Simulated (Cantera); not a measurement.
A closed system holds: 1 mol FeS₂, 1.5 mol SO₃, 0.36 mol H₂O, held at 5000 Pa.

Method: chemical equilibrium by Gibbs-energy minimisation in Cantera with the NASA 1993 tables (ideal gas, pure condensed phases). Candidate condensed phases: Fe, FeO, Fe(OH)₂, Fe(OH)₃, FeS, FeSO₄, FeS₂, Fe₂O₃, Fe₂(SO₄)₃, Fe₃O₄, H₂O, H₂SO₄, S; 22 gas species. Metal and sulfide melt together well below either melting point, which pure phases cannot show. Mutual solubility and eutectic melting of coexisting phases are not modelled. The tables' stoichiometric FeO is somewhat more stable than real wüstite, so its field is too wide. FeO, FeS: taken at fixed stoichiometry. Rates play no part. All values below are at 1500 K.

Base state: SO₂ 0.614, S₂ 0.247, H₂O 0.108, SO 0.0100, H₂ 0.00951, S₂O 0.00649, H₂S 0.00384, SH 0.000785 (mole fractions); condensed: FeO(s) + FeS(l).

**Question.** What changes in the equilibrium state with this change: SO₃ from 1.5 to 0.18 mol?

**Answer.** 
```tsv
species	before	after
S₂	0.247	0.384
SO₂	0.614	0.271
H₂O	0.108	0.269
H₂S	0.00384	0.0201
H₂	0.00951	0.0398
SO	0.0100	0.00745
SH	0.000785	0.00200
H	7.68e-6	1.57e-5
S	9.04e-5	0.000113
S₂O	0.00649	0.00601
FeO(s), mol	0.858	0
FeS(l), mol	0.142	1.000
```
FeS: taken at fixed stoichiometry.
